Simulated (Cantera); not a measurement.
Charge: 1 mol Pb, 0.021 mol O₂, 12 mol N₂, held at 973 K and 75.0 Torr.

Method: chemical equilibrium by Gibbs-energy minimisation in Cantera with the NASA 1993 tables (ideal gas, pure condensed phases). Candidate condensed phases: Pb, PbO, PbO₂, Pb₃O₄; 12 gas species. The numbers say what is thermodynamically allowed, not how fast it happens.

Base state: N₂ 1.000, Pb 8.75e-5 (mole fractions); condensed: Pb(l) + PbO(yellow).

### Question
What changes in the equilibrium state with this change: Pb replaced by PbO?

### Answer
| species | before | after |
|---|---|---|
| N₂ | 1.000 | 0.998 |
| O₂ | <1e-9 | 0.00175 |
| Pb | 8.75e-5 | 1.90e-9 |
| Pb(l), mol | 0.957 | 0 |
| PbO(yellow), mol | 0.0420 | 1.000 |
